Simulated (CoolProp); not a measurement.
Saturation properties of CH2F2 (R32) (Tc = 78.1 °C, pc = 5.783 MPa, ω = 0.277).

Computed with CoolProp (reference Helmholtz-energy equation of state, Tillner-Roth 1997).

```csv
T (°C),p (MPa),liquid cp (kJ/(kg K)),surface tension (mN/m)
-104.95,0.002404,1.562,…
-100.35,0.003694,1.560,30.7
-95.65,0.005580,1.559,29.7
-91.05,…,1.559,28.8
-86.35,…,1.559,…
-81.75,0.01648,1.560,…
-77.05,0.02284,1.562,25.8
-72.45,…,1.565,…
-67.85,0.04116,1.568,…
```

Problem. Fill in the missing entries.

Solution. 
- -104.95, surface tension (mN/m): 31.7
- -91.05, p (MPa): 0.008158
- -86.35, p (MPa): 0.01176
- -86.35, surface tension (mN/m): 27.8
- -81.75, surface tension (mN/m): 26.8
- -72.45, p (MPa): 0.03090
- -72.45, surface tension (mN/m): 24.9
- -67.85, surface tension (mN/m): 23.9

It boils at -51.7 °C under 1 atm.

Surface tension comes from a separate correlation (Mulero 2012).
